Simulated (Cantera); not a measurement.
Standard-state values (1 bar) from the NASA 1993 polynomials, evaluated with Cantera. Values are per mole of reaction as written; species without (g) are pure solids or liquids, kept so even where they would boil at 1 bar.

Task: Between 448 and 2048 K, where is each reaction favourable under standard conditions?
- 3 Br₂(g) + 3 BaO = 3 BaBr₂ + O₃(g)

Result: 
- 3 Br₂(g) + 3 BaO = 3 BaBr₂ + O₃(g): ΔG° is -460 kJ at 448 K and -188 kJ at 2048 K; it stays negative (K > 1). ΔH° is -385 kJ and ΔS° -96 J/K at 2048 K.
